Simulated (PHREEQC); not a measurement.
A PHREEQC input (ion-association model, phreeqc.dat):

```
SOLUTION 1
  temp 25
  units mg/kgw
  pH 6.84
  pe 11.8
  Na 0.149
  K 0.323
  Ca 0.0376
  Mg 0.0049
  Cl 0.387
  S(6) 0.184 as SO4
  Alkalinity 0.189 as HCO3
  Ba 0.000505
END
USE solution 1
EQUILIBRIUM_PHASES 1
  CO2(g -3.4 10
END
```

It stops with these messages:

```
ERROR: Phase not found in database, CO2(g.
ERROR: Calculations terminating due to input errors.
```

The fault: the phase CO2(g) misspelt. The line should read `CO2(g)` where the input has `CO2(g`. With the mend the run ends at pH 5.87 and ionic strength 2.19e-5 mol/kgw.
